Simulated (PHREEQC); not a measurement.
Solution (25 °C and 300 atm): 0.074 mol Al2(SO4)3, 0.1 mol ZnCl2, 0.002 mol H2SO4 and 0.0018 mol NaCl per kg of water. Closed to the air; pH follows from the charge balance.

All values are PHREEQC results (ion-association model, phreeqc.dat), not measurements.

Precipitation was switched off in this run.

Problem. Predict the pH, ionic strength, activity of water.

Solution. pH 2.73; ionic strength 0.532 mol/kgw; activity of water 0.992.

Problem. In which forms is Cl present?

Solution. Cl- 95 %, ZnCl+ 4.1 % of the Cl.

Complexes and solids missing from the database can't appear. Under pressure, the constants of complexes without a molar volume in the database are unreliable.
